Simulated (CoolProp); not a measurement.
Vapour-liquid equilibrium of CHF3 (R23) (1) + propylene (2) at 241.2 K; x and y are mole fractions of (1).

Computed with CoolProp (multi-fluid Helmholtz-energy mixture model, Penoncello 2003 and Lemmon 2013; pair parameters Bell 2016).

```tsv
x	bubble pressure (MPa)	y at the bubble point	dew pressure at overall composition x (MPa)	liquid density (mol/L)
0.05	0.3004	0.358	0.2063	14.14
0.15	0.4672	0.606	0.2299	14.37
0.25	0.5879	0.704	0.2593	14.60
0.35	0.6743	0.756	0.2971	14.85
0.45	0.7372	0.791	0.3471	15.12
0.55	0.7858	0.818	0.4160	15.42
0.65	0.8267	0.843	0.5157	15.77
0.75	0.8643	0.872	0.6632	16.17
0.85	0.8999	0.909	0.8362	16.65
0.95	0.9311	0.962	0.9257	17.24
```

No azeotrope shows between x = 0.05 and 0.95.

The pair parameters rest on a limited set of measurements; away from them the model extrapolates. With so large a gap from Raoult's law the liquid may split in two, which this calculation doesn't test in full.
